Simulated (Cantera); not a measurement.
Feed: 1 mol CHF3, 1.4 mol H2, held at 2325 °C and 29000 Pa.

Equilibrium computed with Cantera from the NASA thermochemical tables; the gas is ideal and each condensed phase is pure. Candidate condensed phases: C, C6H6, C7H8, C8H18; 95 gas species. Equilibrium is a limit: real reactors are often held back by kinetics, nucleation or transport.

### Question
What is the equilibrium state?

### Answer
```json
{
  "x(HF)": "0.872",
  "x(H2)": "0.103",
  "x(H)": "0.0227",
  "x(C2H2 (acetylene))": "0.00167",
  "x(F)": "0.000512",
  "x(C2H)": "3.21e-5",
  "x(CF)": "2.23e-5",
  "x(C4H2)": "1.11e-5",
  "x(C3)": "7.42e-6",
  "n(C(graphite))": "0.988 mol",
  "gas_amount": "3.440 mol"
}
```
